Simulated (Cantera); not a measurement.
Input: 1 mol Fe3O4, 350 mol H2, held at 1625 K and 0.0580 bar.

Equilibrium computed with Cantera from the NASA thermochemical tables; the gas is ideal and each condensed phase is pure. Candidate condensed phases: Fe, FeO, Fe(OH)2, Fe(OH)3, Fe2O3, Fe3O4, H2O; 12 gas species. The numbers say what is thermodynamically allowed, not how fast it happens.

Base state: H2 0.988, H2O 0.0114, H 0.000291, Fe 2.99e-5 (mole fractions); condensed: Fe(γ).

### Question
What changes in the equilibrium state with this change: Fe3O4 replaced by Cr2O3?

### Answer
```csv
species,before,after
H2,0.988,0.997
H2O,0.0114,0.00265
H,0.000291,0.000293
Cr,0,0.000103
Fe,2.99e-5,0
"Fe(γ), mol",2.99,0
"Cr(s), mol",0,0.583
"Cr2O3(s), mol",0,0.691
```
Mutual solubility and eutectic melting of coexisting phases are not modelled. Further candidate phases: Cr, Cr2O3.
